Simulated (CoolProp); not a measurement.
A Linde-Hampson liquefier for normal hydrogen: isothermal reversible compression at 250 K from 1 atm to 20 MPa, throttling to 1 atm, return gas leaving the recuperator 0 K below the feed. Each further row changes one setting.

Computed with CoolProp (reference Helmholtz-energy equation of state, Leachman 2009).

```tsv
case	compression work (kJ/kg of gas)
as stated	5590
high pressure 40 MPa	6450
warm-end temperature 280 K	6250
warm-end gap 5 K	5590
```
